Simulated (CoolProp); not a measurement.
Saturation properties of carbon dioxide.

Model: reference Helmholtz-energy equation of state, Span 1996, in CoolProp.

```tsv
T (K)	p (MPa)	enthalpy of vaporisation (kJ/kg)	liquid conductivity (mW/(m K))
225	0.7351	336.6	167
228.6	0.8464	330.5	___
232.2	___	324.1	158
235.8	1.106	317.6	154
239.4	1.256	310.8	149
243	1.421	303.8	145
246.5	1.595	296.7	141
250.1	1.791	289.1	136
253.7	2.003	281.2	132
257.3	2.234	272.9	128
260.9	___	264.3	124
264.5	2.752	255.1	119
268.1	3.042	245.5	115
271.7	3.353	235.2	111
275.3	3.688	224.3	107
```

Task: Some entries are withheld; supply them.

Result: 
- 228.6, liquid conductivity (mW/(m K)): 162
- 232.2, p (MPa): 0.9698
- 260.9, p (MPa): 2.483

Thermal conductivity comes from a separate model (Huber 2016).
